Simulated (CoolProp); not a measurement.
Carbonyl sulfide at 231.27 K and 0.0947 MPa is compressed adiabatically to 0.614 MPa with isentropic efficiency 0.6. Each further row changes one setting.

The numbers come from the reference Helmholtz-energy equation of state, Lemmon 2006 in CoolProp. It is a short technical equation, of lower accuracy than the large ones.

| case | work (kJ/kg) | final temperature (K) | final density (kg/m³) |
|---|---|---|---|
| as stated | … | 403.1 | 11.3 |
| efficiency 1 | … | … | 13.6 |
| efficiency 0.65 | … | 391.5 | 11.7 |

Question: Some entries are withheld; supply them.

Answer: 
- as stated, work (kJ/kg): 118
- efficiency 1, work (kJ/kg): 71.1
- efficiency 1, final temperature (K): 342.2
- efficiency 0.65, work (kJ/kg): 109
